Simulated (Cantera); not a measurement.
Input (Python, Cantera):

```python
import numpy as np
import cantera as ct

gas = ct.Solution("gri30.yaml")


def delay(T, t_max=10):
    gas.TPX = T, 290000, {'CH4': 1, 'C2H6': 0.037, 'C3H8': 1.3, 'O2': 12.9, 'N2': 48.4}
    reactor = ct.IdealGasReactor(gas, clone=False)
    net = ct.ReactorNet([reactor])
    net.rtol, net.atol = 1e-8, 1e-16
    while net.time < t_max:
        t_old, T_old = net.time, reactor.T
        net.step()
        if reactor.T > T + 400:  # ignition: a rise of 400 K
            return t_old + (T + 400 - T_old) / (reactor.T - T_old) * (net.time - t_old)
    return np.nan


taus = []
for T in [1150, 1200, 1250, 1300, 1350, 1400, 1450]:
    taus.append(delay(T))
    print(f"T0 = {T:6g} K   tau = {taus[-1]:.4e} s")
```

Output:

```
T0 =   1150 K   tau = 9.0976e-03 s
T0 =   1200 K   tau = 3.4293e-03 s
T0 =   1250 K   tau = 1.3594e-03 s
T0 =   1300 K   tau = 5.7693e-04 s
T0 =   1350 K   tau = 2.6486e-04 s
T0 =   1400 K   tau = 1.3197e-04 s
T0 =   1450 K   tau = 7.1252e-05 s
```

Cantera simulation using GRI-Mech 3.0 (53 species, 325 reactions); the numbers are that mechanism's predictions, not measurements. GRI-Mech 3.0 was tuned for natural gas; its chemistry of propane as a main component is partial and can be far from experiment.
